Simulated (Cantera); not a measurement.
An adiabatic, constant-volume homogeneous reactor starts with CH₄ : O₂ : N₂ = 1 : 5 : 18.8 (molar parts), equivalence ratio 0.40, at 973 K and 7.80 bar. Integrator tolerance rtol = 1e-08.

Model: GRI-Mech 3.0 (53 species, 325 reactions), integrated in Cantera. Below about 1000 K GRI-Mech 3.0 lacks low-temperature oxidation paths.

```tsv
quantity	before	after
time of steepest temperature rise	0.141 s	0.210 s
temperature at 7.00 s	2074 K	1762 K
equilibrium temperature	2074 K	1756 K
x(CH₄) at 7.00 s	<1e-12 (gas-phase equilibrium <1e-12)	<1e-12 (gas-phase equilibrium <1e-12)
x(O₂) at 7.00 s	0.117 (gas-phase equilibrium 0.117)	0.0808 (gas-phase equilibrium 0.0799)
x(CH₂) at 7.00 s	<1e-12 (gas-phase equilibrium <1e-12)	<1e-12 (gas-phase equilibrium <1e-12)
x(C₂H₆) at 7.00 s	<1e-12 (gas-phase equilibrium <1e-12)	<1e-12 (gas-phase equilibrium <1e-12)
x(CH₂CO) at 7.00 s	<1e-12 (gas-phase equilibrium <1e-12)	<1e-12 (gas-phase equilibrium <1e-12)
x(C₂H) at 7.00 s	<1e-12 (gas-phase equilibrium <1e-12)	<1e-12 (gas-phase equilibrium <1e-12)
```

Problem. Which change was made?
A) N2 18.8 to 31 parts
B) initial temperature 973 to 1025 K
C) initial temperature 973 to 1225 K
D) pressure from 7.80 bar to 3.30 bar

Solution. A, N2 18.8 to 31 parts
